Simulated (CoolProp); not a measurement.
A Linde-Hampson liquefier for dry air: isothermal reversible compression at 300 K from 1 atm to 30 MPa, throttling to 1 atm, return gas leaving the recuperator 2 K below the feed. Each further row changes one setting.

Computed with CoolProp (reference Helmholtz-energy equation of state, Lemmon 2000). It is a pseudo-pure fit of the blend.

```
case                        liquid yield per pass  compression work (kJ/kg of gas)
--------------------------  ---------------------  -------------------------------
as stated                              (withheld)                              491
high pressure 60 MPa                        0.093                       (withheld)
warm-end temperature 330 K                  0.069                              544
warm-end gap 7 K                       (withheld)                              491
```

**Question.** Complete the blanks.

**Answer.** 
- as stated, liquid yield per pass: 0.095
- high pressure 60 MPa, compression work (kJ/kg of gas): 565
- warm-end gap 7 K, liquid yield per pass: 0.084
